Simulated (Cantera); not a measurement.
# SiH₄ + N₂ (silicon epitaxy and polysilicon growth)

A closed system holds: 1 mol SiH₄, 180 mol N₂, equilibrated at 1550 °C.

These are equilibrium values from Cantera (NASA tables, ideal gas, pure condensed phases), not measurements of a reactor. Candidate condensed phases: Si, Si₃N₄; 18 gas species. The tables' values for SiN are old estimates; treat these amounts as uncertain. Kinetics and transport are ignored.

| P (Pa) | log p N₂ | log p H₂ | log p Si | log p H | log p Si₂N | log p SiN | n Si(l) | n Si₃N₄(s) |
|---|---|---|---|---|---|---|---|---|
| 100 | -3.01 | -4.99 | -5.35 | -5.86 | -7.05 | -7.24 | 0.131 | 0 |
| 260 | -2.59 | -4.56 | -5.35 | -5.64 | -6.84 | -7.03 | 0.656 | 0 |
| 670 | -2.18 | -4.14 | -5.35 | -5.44 | -6.63 | -6.83 | 0.860 | 0 |
| 1700 | -1.77 | -3.73 | -5.43 | -5.23 | -6.59 | -6.70 | 0 | 0.317 |
| 4500 | -1.35 | -3.31 | -5.72 | -5.02 | -6.94 | -6.78 | 0 | 0.330 |
| 12000 | -0.93 | -2.88 | -6.00 | -4.80 | -7.30 | -6.85 | 0 | 0.333 |
| 30000 | -0.53 | -2.48 | -6.27 | -4.60 | -7.63 | -6.91 | 0 | 0.333 |
| 77000 | -0.12 | -2.07 | -6.54 | -4.40 | -7.97 | -6.98 | 0 | 0.333 |
| 200000 | 0.30 | -1.66 | -6.81 | -4.19 | -8.31 | -7.05 | 0 | 0.333 |
log p: log10 of the partial pressure in bar; n: condensed amount in mol.

From 0.00100 bar to 0.00670 bar the condensed part is Si(l). From 0.0170 bar to 2.00 bar the condensed part is Si₃N₄(s). The main Si-bearing gas is Si throughout.
